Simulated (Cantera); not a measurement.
Input: 1 mol Si, 0.011 mol CO2, 39 mol N2, 0.15 mol O2, equilibrated at 1375 K and 0.00930 bar.

Cantera equilibrium calculation (NASA polynomials, part measured and part estimated; ideal gas, pure solids and liquids). Candidate condensed phases: C, Si, SiC, SiO2, Si2N2O, Si3N4; 34 gas species. N2 is the only nitrogen source here; it is nearly inert below about 1500 K, so the nitride shown seldom forms there in practice. Mutual solubility and eutectic melting of coexisting phases are not modelled. Equilibrium is a limit: real reactors are often held back by kinetics, nucleation or transport.

Base state: N2 1.000, CO 0.000161 (mole fractions); condensed: SiC(s) + Si2N2O(s) + Si3N4(s).

**Question.** What changes in the equilibrium state with this change: CO2 from 0.011 to 0.29 mol?

**Answer.** 
```
species                before    after
-------------------  --------  -------
N2                      1.000    0.993
CO                   0.000161  0.00747
SiO                   2.36e-7  2.92e-5
SiC(s), mol           0.00483        0
Si2N2O(s), mol          0.316    0.470
Si3N4(s), mol           0.121        0
SiO2(β-quartz), mol         0   0.0596
```
The tables hold silica as quartz up to 1696 K and as liquid above; real silica turns to tridymite and cristobalite and melts near 1996 K.
